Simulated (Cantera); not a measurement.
Charge: 1 mol Si₃N₄, 0.017 mol N₂O, 920 mol N₂, equilibrated at 39.8 Torr.

Equilibrium computed with Cantera from the NASA thermochemical tables; the gas is ideal and each condensed phase is pure. Candidate condensed phases: Si, SiO₂, Si₂N₂O, Si₃N₄; 16 gas species. Mutual solubility and eutectic melting of coexisting phases are not modelled. The numbers say what is thermodynamically allowed, not how fast it happens.

x: gas mole fraction; n: condensed amount in mol.

```tsv
T (K)	x N₂	x SiO	x Si	x SiN	x Si₂N	n Si₂N₂O(s)	n Si₃N₄(s)
1025	1.00	<1e-12	<1e-12	<1e-12	<1e-12	0.0170	0.989
1075	1.00	<1e-12	<1e-12	<1e-12	<1e-12	0.0170	0.989
1125	1.00	<1e-12	<1e-12	<1e-12	<1e-12	0.0170	0.989
1175	1.00	?	<1e-12	<1e-12	<1e-12	0.0170	0.989
1225	1.00	?	<1e-12	<1e-12	<1e-12	0.0170	0.989
1275	1.00	?	<1e-12	<1e-12	<1e-12	0.0170	0.989
1325	1.00	?	1.22e-12	<1e-12	<1e-12	0.0170	0.989
1375	1.00	?	1.20e-11	6.33e-12	<1e-12	0.0170	0.989
1425	1.00	?	1.00e-10	4.14e-11	<1e-12	0.0169	0.989
1475	1.000	?	7.21e-10	2.38e-10	2.30e-12	0.0163	0.989
1525	1.000	?	4.56e-9	1.22e-9	2.41e-11	0.0139	0.990
1575	1.000	?	2.56e-8	5.59e-9	2.16e-10	0.00391	0.993
1625	1.000	1.85e-5	1.29e-7	2.34e-8	1.69e-9	0	0.994
1675	1.000	1.85e-5	5.91e-7	8.96e-8	1.17e-8	0	0.994
```

**Question.** Complete the blanks.

**Answer.** 
- 1175, x SiO: 4.01e-12
- 1225, x SiO: 4.58e-11
- 1275, x SiO: 4.31e-10
- 1325, x SiO: 3.41e-9
- 1375, x SiO: 2.32e-8
- 1425, x SiO: 1.37e-7
- 1475, x SiO: 7.18e-7
- 1525, x SiO: 3.36e-6
- 1575, x SiO: 1.42e-5
